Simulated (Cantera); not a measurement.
Thermodynamics of silicon nitride deposition, feed SiHCl₃ + N₂ + NH₃

A closed system holds: 1 mol SiHCl₃, 0.32 mol N₂, a varied amount of NH₃, held at 1502 °C and 47.0 mbar.

These are equilibrium values from Cantera (NASA tables, ideal gas, pure condensed phases), not measurements of a reactor. Candidate condensed phases: NH₄Cl, Si, Si₃N₄; 28 gas species. The tables' values for SiCl₃, SiCl are old estimates; treat these amounts as uncertain. Gases not in the tables: Si₂H₆ and higher silanes. Rates play no part.

From 4.6 mol NH₃ to 24 mol NH₃ the condensed part is Si₃N₄(s). The main Si-bearing gas is SiCl₂ throughout. The share of Si in condensed phases is highest at 24 mol NH₃ (67.1 %) and lowest at 4.6 mol NH₃ (25.0 %).

```tsv
n(NH₃) (mol)	x H₂	x N₂	x HCl	x SiCl₂	n Si₃N₄(s)
4.6	0.586	0.216	0.131	0.0644	0.0833
7.7	0.639	0.224	0.101	0.0344	0.129
11	0.667	0.229	0.0815	0.0212	0.160
14	0.682	0.232	0.0695	0.0149	0.181
17	0.692	0.234	0.0607	0.0111	0.197
20	0.700	0.236	0.0539	0.00865	0.210
24	0.707	0.238	0.0470	0.00646	0.224
```
x: gas mole fraction; n: condensed amount in mol.
